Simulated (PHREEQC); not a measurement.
## Acid rinse or clean (model solution)

A solution holds 0.011 mol HNO3 and 0.0023 mol NiCl2 per kg of water, at 20 °C. Closed to the air; pH follows from the charge balance.

Computed with PHREEQC (ion-association model, wateq4f.dat).

```
Property                  Result
----------------  --------------
pH                          2.01
ionic strength    0.0179 mol/kgw
total alkalinity    -11.0 meq/kg
```

```
species  molality  activity   log γ
-------  --------  --------  ------
H+         0.0110   0.00984  -0.048
NO3-       0.0110   0.00959  -0.060
Cl-       0.00458   0.00401  -0.058
Ni+2      0.00228   0.00135  -0.228
NiCl+     1.55e-5   1.36e-5  -0.057
NiCl2     1.97e-7   1.98e-7   0.002
```

Precipitation was switched off in this run. Species that the database lacks are ignored.
